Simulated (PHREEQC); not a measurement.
Solution (25 °C): 0.0031 mol/kgw Na2S and 0.21 mol/kgw NaHCO3. Closed to the air; pH follows from the charge balance.

Equilibrium calculation in PHREEQC: ion-association model, wateq4f.dat.

This is a speciation only: nothing precipitates in the calculation.

Task: What pH does the model give?

Result: pH 8.09.

Task: In which forms is C present?

Result: HCO3- 91 %, NaHCO3 5.4 %, NaCO3- 1.5 %, CO3-2 1.3 %, CO2 1.2 % of the C.

Complexes and solids missing from the database can't appear. The polysulfide entries of wateq4f.dat were taken out for this run.
